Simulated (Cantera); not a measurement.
# Equilibrium for carbon deposition, reforming and gasification: toluene + H2 + O2

Feed: 1 mol toluene, 17 mol H2, 0.0073 mol O2, at 2150 K.

Method: chemical equilibrium by Gibbs-energy minimisation in Cantera with the NASA 1993 tables (ideal gas, pure condensed phases). Candidate condensed phases: C, C6H6, C7H8, C8H18, H2O; 110 gas species. The ideal-gas law is rough above about 30 bar. Equilibrium is a limit: real reactors are often held back by kinetics, nucleation or transport.

From 10.0 Pa to 1.00e7 Pa the condensed part is C(graphite). The main C-bearing gas is C2H2 (acetylene) at 10.0 Pa and CH4 at 1.00e7 Pa. The share of C in condensed phases is highest at 10.0 Pa (98.8 %) and lowest at 1.00e7 Pa (90.2 %).

```csv
P (Pa),x H2,x H,x CH4,x C2H2 (acetylene),x CO,x C2H4,x CH3,x C2H,n C(graphite)
10,0.656,0.342,1.27e-8,0.00127,0.000576,2.58e-10,1.27e-7,1.99e-5,6.92
72,0.853,0.145,1.54e-7,0.00165,0.000644,3.13e-9,5.06e-7,8.44e-6,6.91
520,0.941,0.0567,1.35e-6,0.00182,0.000675,2.75e-8,1.58e-6,3.30e-6,6.91
3700,0.976,0.0217,1.03e-5,0.00189,0.000687,2.11e-7,4.44e-6,1.26e-6,6.90
27000,0.989,0.00807,7.76e-5,0.00192,0.000692,1.58e-6,1.22e-5,4.70e-7,6.90
190000,0.994,0.00305,0.000551,0.00192,0.000694,1.12e-5,3.27e-5,1.77e-7,6.89
1400000,0.992,0.00112,0.00405,0.00192,0.000697,8.25e-5,8.85e-5,6.53e-8,6.81
10000000,0.969,0.000415,0.0275,0.00188,0.000710,0.000562,0.000228,2.42e-8,6.32
```
x: gas mole fraction; n: condensed amount in mol.
